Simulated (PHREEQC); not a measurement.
A solution holds 12 mmol/kgw NaH2PO4, at 25 °C. Closed to the air; pH follows from the charge balance.

Computed with PHREEQC (ion-association model, phreeqc.dat).

| quantity | before | after |
|---|---|---|
| pH | 4.70 | 4.46 |
| HPO4-2 (mol/kgw) | 5.20e-5 | 0.000466 |
| H3PO4 (mol/kgw) | 3.10e-5 | 0.000461 |
| NaHPO4- (mol/kgw) | 7.84e-7 | 3.84e-5 |

Task: Which change was made?
(A) NaH2PO4 from 0.012 to 0.018 mol/kgw
(B) NaH2PO4 from 0.012 to 0.12 mol/kgw
(C) temperature from 25 to 35 °C
(D) NaH2PO4 from 0.012 to 0.06 mol/kgw
(E) temperature from 25 to 30 °C

Result: B, NaH2PO4 from 0.012 to 0.12 mol/kgw

No solid was allowed to form.
